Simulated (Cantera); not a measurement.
# Reactions in the system C-Ca-S

Source: NASA polynomial tables (part measured, part estimated), evaluated in Cantera. Values are per mole of reaction as written; species without (g) are pure solids or liquids, kept so even where they would boil at 1 bar.

2 Ca + CS₂(g) ⇌ 2 CaS + C

```tsv
T (K)	ΔH° (kJ)	ΔS° (J/K)	ΔG° (kJ)	log10 K	condensed phases
373	-1062.9	-202.7	-987.3	138.26	Ca(s), CaS(s), C(graphite)
523	-1062.0	-200.7	-957.1	95.58	Ca(s), CaS(s), C(graphite)
673	-1061.4	-199.6	-927.1	71.95	Ca(s), CaS(s), C(graphite)
823	-1062.3	-200.9	-896.9	56.92	Ca(s), CaS(s), C(graphite)
973	-1061.2	-199.7	-866.9	46.54	Ca(s), CaS(s), C(graphite)
1123	-1077.8	-214.5	-836.8	38.92	Ca(l), CaS(s), C(graphite)
1273	-1078.3	-215.0	-804.6	33.02	Ca(l), CaS(s), C(graphite)
```
